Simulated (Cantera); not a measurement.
What does this Cantera script print?

```python
import numpy as np
import cantera as ct

gas_names = """
    CL CL2 H HCL H2 K KCL KH K2 K2CL2
""".split()
cond_names = """
    K(cr) K(L) KCL(s) KCL(L)
""".split()


def load(file, names, dense=False):
    # The tables refer to 1 bar. Condensed volumes are neglected.
    table = {s.name: s for s in ct.Species.list_from_file(file)}
    out = []
    for n in names:
        d = dict(table[n].input_data)
        d["thermo"] = dict(d["thermo"], **{"reference-pressure": 1e5})
        if dense:
            d["equation-of-state"] = {"model": "constant-volume", "density": "1e6 g/cm^3"}
        out.append(ct.Species.from_dict(d))
    return out


gas = ct.Solution(thermo="ideal-gas", species=load("nasa_gas.yaml", gas_names))
cond = {s.name: ct.Solution(thermo="fixed-stoichiometry", species=[s], name=s.name)
        for s in load("nasa_condensed.yaml", cond_names, dense=True)}
atoms = {
    'KCl': {'K': 1, 'CL': 1},
    'H2': {'H': 2},
}
top_T = {}  # K; cautious upper limits of use, not melting points


def equilibrate(T, P, feed):
    n = {}
    for name, mol in feed.items():
        for a, k in atoms[name].items():
            n[a] = n.get(a, 0.0) + k * mol
    gas.TPX = T, P, n
    mass = sum(n.values()) * gas.mean_molecular_weight
    gas.equilibrate("TP")
    valid = [c for c in cond.values() if c.min_temp <= T <= top_T.get(c.name, c.max_temp)]
    mix = ct.Mixture([(gas, mass / gas.mean_molecular_weight)] + [(c, 0.0) for c in valid])
    mix.T, mix.P = T, P
    mix.equilibrate("TP", solver="vcs", rtol=1e-11, max_steps=5000)
    return mix


results = []
feed = {'KCl': 1, 'H2': 67}  # mol
P = 100000  # Pa
for T in [1000, 1050, 1100, 1150, 1200, 1250, 1300, 1350, 1400, 1450, 1500, 1550, 1600]:
    mix = equilibrate(T, P, feed)
    results.append((T, P, feed, dict(zip(mix.species_names, mix.species_moles))))
    x = sorted(zip(gas.X, gas.species_names), reverse=True)
    print(f"T = {T:g} K  P = {P:g} Pa  gas = {mix.phase_moles(0):.4g} mol")
    print("   x: " + "  ".join(f"{s} {v:.3e}" for v, s in x if v > 1e-06))
    print("   condensed (mol): " + ("  ".join(f"{mix.phase(i).name} {mix.phase_moles(i):.4g}"
          for i in range(1, mix.n_phases) if mix.phase_moles(i) > 1e-12) or "none"))
```

It prints:

```
T = 1000 K  P = 100000 Pa  gas = 67.01 mol
   x: H2 9.998e-01  KCL 1.317e-04  K2CL2 5.374e-05
   condensed (mol): KCL(s) 0.9839
T = 1050 K  P = 100000 Pa  gas = 67.04 mol
   x: H2 9.994e-01  KCL 4.238e-04  K2CL2 1.952e-04  HCL 1.417e-06  K 1.416e-06
   condensed (mol): KCL(L) 0.9453
T = 1100 K  P = 100000 Pa  gas = 67.11 mol
   x: H2 9.984e-01  KCL 1.077e-03  K2CL2 4.873e-04  HCL 3.904e-06  K 3.901e-06
   condensed (mol): KCL(L) 0.8621
T = 1150 K  P = 100000 Pa  gas = 67.24 mol
   x: H2 9.964e-01  KCL 2.503e-03  K2CL2 1.106e-03  HCL 9.805e-06  K 9.796e-06
   condensed (mol): KCL(L) 0.6822
T = 1200 K  P = 100000 Pa  gas = 67.52 mol
   x: H2 9.923e-01  KCL 5.381e-03  K2CL2 2.314e-03  HCL 2.271e-05  K 2.268e-05
   condensed (mol): KCL(L) 0.3227
T = 1250 K  P = 100000 Pa  gas = 67.8 mol
   x: H2 9.882e-01  KCL 8.770e-03  K2CL2 2.967e-03  HCL 4.414e-05  K 4.408e-05
   condensed (mol): none
T = 1300 K  P = 100000 Pa  gas = 67.86 mol
   x: H2 9.873e-01  KCL 1.040e-02  K2CL2 2.133e-03  HCL 7.090e-05  K 7.081e-05  H 1.099e-06
   condensed (mol): none
T = 1350 K  P = 100000 Pa  gas = 67.9 mol
   x: H2 9.866e-01  KCL 1.171e-02  K2CL2 1.454e-03  HCL 1.078e-04  K 1.077e-04  H 2.367e-06
   condensed (mol): none
T = 1400 K  P = 100000 Pa  gas = 67.94 mol
   x: H2 9.861e-01  KCL 1.265e-02  K2CL2 9.555e-04  HCL 1.566e-04  K 1.563e-04  H 4.830e-06
   condensed (mol): none
T = 1450 K  P = 100000 Pa  gas = 67.97 mol
   x: H2 9.857e-01  KCL 1.326e-02  K2CL2 6.155e-04  HCL 2.189e-04  K 2.185e-04  H 9.389e-06
   condensed (mol): none
T = 1500 K  P = 100000 Pa  gas = 67.98 mol
   x: H2 9.854e-01  KCL 1.362e-02  K2CL2 3.947e-04  HCL 2.967e-04  K 2.961e-04  H 1.747e-05
   condensed (mol): none
T = 1550 K  P = 100000 Pa  gas = 68 mol
   x: H2 9.851e-01  KCL 1.381e-02  HCL 3.920e-04  K 3.911e-04  K2CL2 2.546e-04  H 3.126e-05
   condensed (mol): none
T = 1600 K  P = 100000 Pa  gas = 68.01 mol
   x: H2 9.849e-01  KCL 1.386e-02  HCL 5.069e-04  K 5.056e-04  K2CL2 1.662e-04  H 5.396e-05  KH 1.240e-06
   condensed (mol): none
```

Equilibrium computed with Cantera from the NASA thermochemical tables; the gas is ideal and each condensed phase is pure.
